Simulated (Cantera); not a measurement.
A closed system holds: 1 mol Si, 7.8 mol H2, equilibrated at 600 K and 0.610 bar.

These are equilibrium values from Cantera (NASA tables, ideal gas, pure condensed phases), not measurements of a reactor. Candidate condensed phases: Si; 9 gas species. Rates play no part.

Base state: H2 1.00 (mole fractions); condensed: Si(s).

**Question.** What changes in the equilibrium state with this change: Si replaced by SiCl4?

**Answer.** 
| species | before | after |
|---|---|---|
| H2 | 1.00 | 0.885 |
| SiCl4 | 0 | 0.112 |
| HCl | 0 | 0.00165 |
| SiHCl3 | 0 | 0.00165 |
| Si(s), mol | 1.00 | 0 |
